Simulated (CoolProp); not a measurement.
Vapour-liquid equilibrium of C3F8 (R218) (1) + c-C4F8 (RC318) (2) at 272.5 K; x and y are mole fractions of (1).

Model: multi-fluid Helmholtz-energy mixture model, Lemmon 2006 and Platzer 1990; pair parameters Bell 2016, in CoolProp. This equation is an older, rougher fit; its heat capacities, sound speeds and derivatives of the liquid may be far off and weren't checked against measurements.

```csv
x,bubble pressure (kPa),y at the bubble point,dew pressure at overall composition x (kPa),liquid density (mol/L)
0.05,129.5,0.079,?,7.993
0.2,149.3,0.340,137.2,8.021
0.35,182.0,?,150.3,8.028
0.5,?,0.751,169.0,8.012
0.65,277.0,0.866,197.2,7.971
0.8,331.8,?,244.2,7.901
0.95,387.3,0.988,342.2,7.797
```

Q: What belongs in the gaps?

A: 
- 0.05, dew pressure at overall composition x (kPa): 128.0
- 0.35, y at the bubble point: 0.577
- 0.5, bubble pressure (kPa): 225.7
- 0.8, y at the bubble point: 0.939

No azeotrope shows between x = 0.05 and 0.95.

Pair parameters are fitted to limited data, so mixtures are less certain than the pure fluids.
